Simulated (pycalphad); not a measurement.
All values are pycalphad results on the COST 507 light-alloy database (1999) (1 atm), not direct measurements. These are 1990s assessments: newer ones move some temperatures and phases. Phase fractions are per mole of atoms. Kinetics are ignored, which matters at the lower temperatures.

Q: Give the equilibrium state of Si-5.383Ti (wt.%) at 650 K.

A: diamond (Si), fraction 0.903, with <0.01 Ti wt.%; SI2TI, fraction 0.097, with 46.0 Ti wt.%.

Q: Give the equilibrium state of Si-5.383Ti (wt.%) at 1650 K.

A: 
```
T = 1650.00 K, P = 101325 Pa, N = 1 mol of atoms
G = -72488 J/mol, H = 40087 J/mol, S = 68.23 J/(mol K)  (SER reference)
chemical potentials (J/mol): Si -65936, Ti -268785
phase             fraction      x(Si)      x(Ti)
DIAMOND_A4          0.7724     1.0000   3.02e-11
LIQUID              0.2276     0.8581     0.1419
```

Database names, with the compositions (at.%) that they take in these runs: SI2TI: Si 67 Ti 33. DIAMOND_A4 is diamond (Si).
